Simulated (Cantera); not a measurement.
Input: 1 mol TEOS, 0.52 mol H₂O, 2.7 mol N₂, at 36.0 mbar.

Equilibrium computed with Cantera from the NASA thermochemical tables; the gas is ideal and each condensed phase is pure. Candidate condensed phases: C, C₆H₆, C₇H₈, C₈H₁₈, H₂O, Si, SiC, SiO₂, Si₂N₂O, Si₃N₄; 151 gas species. The feed counts by its element totals alone. N₂ is the only nitrogen source here; it is nearly inert below about 1500 K, so the nitride shown seldom forms there in practice. The tables hold silica as quartz up to 1696 K and as liquid above; real silica turns to tridymite and cristobalite and melts near 1996 K. The numbers say what is thermodynamically allowed, not how fast it happens.

log p: log10 of the partial pressure in bar; n: condensed amount in mol.

```csv
T (°C),log p H₂,log p CO,log p N₂,log p H₂O,log p CH₄,log p CO₂,n C(graphite),n SiO₂(α-quartz),n SiO₂(β-quartz),n Si₂N₂O(s)
450,-1.69,-3.06,-2.13,-2.44,-2.64,-2.93,6.42,1.00,0,0
550,-1.63,-2.43,-2.18,-2.94,-3.29,-3.19,6.01,1.00,0,0
650,-1.62,-2.26,-2.20,[?],[?],[?],5.55,0,1.00,0
750,-1.62,-2.24,-2.21,-4.43,-4.36,-4.93,5.48,0,1.00,0
850,-1.62,-2.24,-2.21,-5.04,-4.77,-5.70,5.48,0,1.00,0
950,-1.62,-2.24,-2.21,[?],[?],[?],5.48,0,1.00,0
1050,-1.65,-2.06,-2.33,-5.84,-5.46,-6.53,3.98,0,0,0.500
```

**Question.** Some entries are withheld; supply them.

**Answer.** 
- 650, log p H₂O: -3.70
- 650, log p CH₄: -3.88
- 650, log p CO₂: -4.03
- 950, log p H₂O: -5.56
- 950, log p CH₄: -5.11
- 950, log p CO₂: -6.34
